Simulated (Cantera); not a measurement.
A closed system holds: 1 mol SiH4, 0.32 mol C2H2, 66 mol H2, held at 10.0 mbar.

Method: chemical equilibrium by Gibbs-energy minimisation in Cantera with the NASA 1993 tables (ideal gas, pure condensed phases). Candidate condensed phases: C, C6H6, C7H8, C8H18, Si, SiC; 87 gas species. Gases not in the tables: Si2H6 and higher silanes. Equilibrium is a limit: real reactors are often held back by kinetics, nucleation or transport.

x: gas mole fraction; n: condensed amount in mol.

| T (°C) | x H2 | x H | x Si | x C2H2 (acetylene) | x SiC2 | x Si2C | n SiC(s) |
|---|---|---|---|---|---|---|---|
| 1775 | 0.973 | 0.0221 | 0.00462 | (withheld) | 2.71e-6 | 0.000154 | 0.627 |
| 1825 | 0.964 | 0.0302 | 0.00474 | (withheld) | 1.38e-5 | 0.000193 | 0.616 |
| 1875 | 0.953 | 0.0407 | 0.00516 | (withheld) | 6.12e-5 | 0.000252 | 0.575 |
| 1925 | 0.938 | 0.0539 | 0.00635 | (withheld) | 0.000224 | 0.000370 | 0.457 |
| 1975 | 0.917 | 0.0704 | 0.00878 | (withheld) | 0.000678 | 0.000605 | 0.205 |
| 2025 | 0.893 | 0.0905 | 0.0109 | 0.00292 | 0.00114 | 0.000640 | 0 |
| 2075 | 0.869 | 0.115 | 0.0112 | 0.00297 | 0.00114 | 0.000405 | 0 |
| 2125 | 0.839 | 0.144 | 0.0114 | 0.00299 | 0.00112 | 0.000253 | 0 |
| 2175 | 0.805 | 0.179 | 0.0114 | 0.00297 | 0.00108 | 0.000157 | 0 |

**Question.** Complete the blanks.

**Answer.** 
- 1775, x C2H2 (acetylene): 1.16e-5
- 1825, x C2H2 (acetylene): 6.26e-5
- 1875, x C2H2 (acetylene): 0.000276
- 1925, x C2H2 (acetylene): 0.000878
- 1975, x C2H2 (acetylene): 0.00204
